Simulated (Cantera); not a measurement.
Input: 1 mol LiOH, 0.49 mol H₂O, 0.27 mol H₂, equilibrated at 1200 °C and 10.0 Torr.

Method: chemical equilibrium by Gibbs-energy minimisation in Cantera with the NASA 1993 tables (ideal gas, pure condensed phases). Candidate condensed phases: H₂O, Li, LiH, LiOH, Li₂O; 17 gas species. Equilibrium is a limit: real reactors are often held back by kinetics, nucleation or transport.

What is the equilibrium state?


```
Quantity                              Value
--------------------------------  ---------
x(H₂O)                                0.638
x(H₂)                                 0.196
x(LiOH)                               0.164
x(Li)                              0.000913
x(Li₂(OH)₂)                        0.000647
x(Li₂O)                             8.52e-5
x(H)                                4.86e-5
x(OH)                               4.12e-6
x(LiH)                              2.98e-6
n(Li₂O(s))                        0.386 mol
gas amount                        1.374 mol
log10 activity of Li(l) (absent)      -4.44
```
